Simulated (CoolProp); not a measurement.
Model: reference Helmholtz-energy equation of state, Lemmon 2006, in CoolProp. It is a short technical equation, of lower accuracy than the large ones.

**Question.** For C3F8 (R218), give the phase and the density (kg/m³), cp (kJ/(kg K)), Joule-Thomson coefficient (K/MPa), conductivity (mW/(m K)) at 375.2 K and 7.04 bar; 375.2 K and 12.5 bar; 375.2 K and 22.3 bar.

**Answer.** 
- 375.2 K and 7.04 bar: gas; density 45.5, cp 0.925, Joule-Thomson coefficient 6.78, conductivity 19.2
- 375.2 K and 12.5 bar: gas; density 86.3, cp 0.957, Joule-Thomson coefficient 7.44, conductivity 19.7
- 375.2 K and 22.3 bar: gas; density 179, cp 1.06, Joule-Thomson coefficient 8.90, conductivity 21.9

Thermal conductivity comes from a separate model (Huber 2003), an estimate that may be off by 10 % or more.
